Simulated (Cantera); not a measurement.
A freely propagating, adiabatic, planar premixed flame of CH4 : O2 : N2 : H2O = 1 : 1.82 : 6.84 : 0.33 (molar parts), unburnt at 700 K and 1130 Torr; mixture-averaged transport, grid criteria slope 0.08 and curve 0.16, no radiation.

Detailed kinetics in Cantera: GRI-Mech 3.0 (53 species, 325 reactions). Burning velocities carry a grid error of a few per cent, more on coarse grids.

**Question.** Predict: laminar burning velocity; thermal thickness; peak x(H); peak x(H2); peak x(CO).

**Answer.** 
```json
{
  "laminar_burning_velocity": "145 cm/s",
  "thermal_thickness": "0.235 mm",
  "peak x(H)": "0.00908",
  "peak x(H2)": "0.0300",
  "peak x(CO)": "0.0571"
}
```
